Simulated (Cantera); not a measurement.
# Equilibrium for silicon epitaxy and polysilicon growth: SiH2Cl2 + Cl2 + N2

Input: 1 mol SiH2Cl2, 0.0034 mol Cl2, 82 mol N2, held at 1452 °C and 0.180 bar.

These are equilibrium values from Cantera (NASA tables, ideal gas, pure condensed phases), not measurements of a reactor. Candidate condensed phases: NH4Cl, Si, Si3N4; 28 gas species. The tables' values for SiCl3 are old estimates; treat these amounts as uncertain. Rates play no part.

x(N2): 0.976
x(HCl): 0.0124
x(H2): 0.00575
x(SiCl2): 0.00533
x(SiCl3): 0.000263
x(Cl): 5.54e-5
x(H): 3.32e-5
x(SiCl4): 2.43e-5
x(SiCl): 3.12e-6
n(Si3N4(s)): 0.177 mol
gas amount: 83.64 mol
log10 activity of Si(l) (absent): -1.24
